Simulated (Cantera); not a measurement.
What does this Cantera script print?

```python
import numpy as np
import cantera as ct

gas_names = """
    B BCL BCL2 BCL3 BN B2 CL CL2 N N2
""".split()
cond_names = """
    B(b) B(L) BN(s)
""".split()


# ... load() reads the species with a 1 bar reference pressure and builds the phases ...
atoms = {
    'BN': {'B': 1, 'N': 1},
    'Cl2': {'CL': 2},
}
top_T = {'BN(s)': 3200}  # K; cautious upper limits of use, not melting points


# ... equilibrate(T, P, feed) seeds the gas with the atoms and calls Mixture.equilibrate('TP', solver="vcs", rtol=1e-11, max_steps=5000) ...
results = []
T = 925  # K
P = 32  # Pa
for m in [1.5, 1.8, 2.1, 2.5, 3, 3.5, 4.1, 4.9, 5.7, 6.7, 7.9, 9.3, 11]:
    feed = {'BN': 1, 'Cl2': m}  # mol
    mix = equilibrate(T, P, feed)
    results.append((T, P, feed, dict(zip(mix.species_names, mix.species_moles))))
    x = sorted(zip(gas.X, gas.species_names), reverse=True)
    print(f"T = {T:g} K  P = {P:g} Pa  n(Cl2) = {m:g} mol  gas = {mix.phase_moles(0):.4g} mol")
    print("   x: " + "  ".join(f"{s} {v:.3e}" for v, s in x if v > 1e-05))
    print("   condensed (mol): " + ("  ".join(f"{mix.phase(i).name} {mix.phase_moles(i):.4g}"
          for i in range(1, mix.n_phases) if mix.phase_moles(i) > 1e-12) or "none"))
```

Result:

```
T = 925 K  P = 32 Pa  n(Cl2) = 1.5 mol  gas = 1.5 mol
   x: BCL3 6.667e-01  N2 3.333e-01
   condensed (mol): BN(s) 7.547e-07
T = 925 K  P = 32 Pa  n(Cl2) = 1.8 mol  gas = 1.802 mol
   x: BCL3 5.548e-01  N2 2.774e-01  CL2 1.651e-01  CL 2.628e-03
   condensed (mol): none
T = 925 K  P = 32 Pa  n(Cl2) = 2.1 mol  gas = 2.104 mol
   x: BCL3 4.754e-01  CL2 2.835e-01  N2 2.377e-01  CL 3.444e-03
   condensed (mol): none
T = 925 K  P = 32 Pa  n(Cl2) = 2.5 mol  gas = 2.505 mol
   x: BCL3 3.992e-01  CL2 3.971e-01  N2 1.996e-01  CL 4.076e-03
   condensed (mol): none
T = 925 K  P = 32 Pa  n(Cl2) = 3 mol  gas = 3.007 mol
   x: CL2 4.966e-01  BCL3 3.326e-01  N2 1.663e-01  CL 4.558e-03
   condensed (mol): none
T = 925 K  P = 32 Pa  n(Cl2) = 3.5 mol  gas = 3.509 mol
   x: CL2 5.676e-01  BCL3 2.850e-01  N2 1.425e-01  CL 4.873e-03
   condensed (mol): none
T = 925 K  P = 32 Pa  n(Cl2) = 4.1 mol  gas = 4.111 mol
   x: CL2 6.300e-01  BCL3 2.433e-01  N2 1.216e-01  CL 5.134e-03
   condensed (mol): none
T = 925 K  P = 32 Pa  n(Cl2) = 4.9 mol  gas = 4.913 mol
   x: CL2 6.893e-01  BCL3 2.035e-01  N2 1.018e-01  CL 5.370e-03
   condensed (mol): none
T = 925 K  P = 32 Pa  n(Cl2) = 5.7 mol  gas = 5.716 mol
   x: CL2 7.320e-01  BCL3 1.750e-01  N2 8.748e-02  CL 5.534e-03
   condensed (mol): none
T = 925 K  P = 32 Pa  n(Cl2) = 6.7 mol  gas = 6.719 mol
   x: CL2 7.711e-01  BCL3 1.488e-01  N2 7.441e-02  CL 5.680e-03
   condensed (mol): none
T = 925 K  P = 32 Pa  n(Cl2) = 7.9 mol  gas = 7.923 mol
   x: CL2 8.049e-01  BCL3 1.262e-01  N2 6.311e-02  CL 5.803e-03
   condensed (mol): none
T = 925 K  P = 32 Pa  n(Cl2) = 9.3 mol  gas = 9.328 mol
   x: CL2 8.333e-01  BCL3 1.072e-01  N2 5.360e-02  CL 5.904e-03
   condensed (mol): none
T = 925 K  P = 32 Pa  n(Cl2) = 11 mol  gas = 11.03 mol
   x: CL2 8.581e-01  BCL3 9.064e-02  N2 4.532e-02  CL 5.991e-03
   condensed (mol): none
```

Method: chemical equilibrium by Gibbs-energy minimisation in Cantera with the NASA 1993 tables (ideal gas, pure condensed phases).
